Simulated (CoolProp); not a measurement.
Vapour-liquid equilibrium of n-butane (1) + benzene (2) at 151 kPa; x and y are mole fractions of (1).

The numbers come from the multi-fluid Helmholtz-energy mixture model, Bücker 2006 and Thol 2012; pair parameters Bell 2016 in CoolProp.

### Question
Give the bubble temperature and the first vapour's composition at x = 0.125, 0.35, 0.875. Is there an azeotrope?

### Answer
x = 0.125: 335.0 K, y = 0.664; x = 0.35: 307.2 K, y = 0.910; x = 0.875: 287.0 K, y = 0.989. No azeotrope shows between x = 0.05 and 0.95.

The pair parameters rest on a limited set of measurements; away from them the model extrapolates.
